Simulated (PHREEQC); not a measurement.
Make-up at 25 °C: 32 mmol/kgw FeSO4, 16 mmol/kgw MgSO4 and 0.099 mmol/kgw NaH2PO4. Closed to the air; pH follows from the charge balance.

Equilibrium calculation in PHREEQC: ion-association model, phreeqc.dat.

Q: The ionic strength comes out as 0.110 mol/kgw. What activity coefficients do H+, Fe+2, HSO4-, MgH2PO4+, SO4-2 get?

A: H+ 0.82, Fe+2 0.39, HSO4- 0.78, MgH2PO4+ 0.78, SO4-2 0.36.

No solid was allowed to form. Examples of supersaturated solids here: Vivianite. Others may be too. Species that the database lacks are ignored.
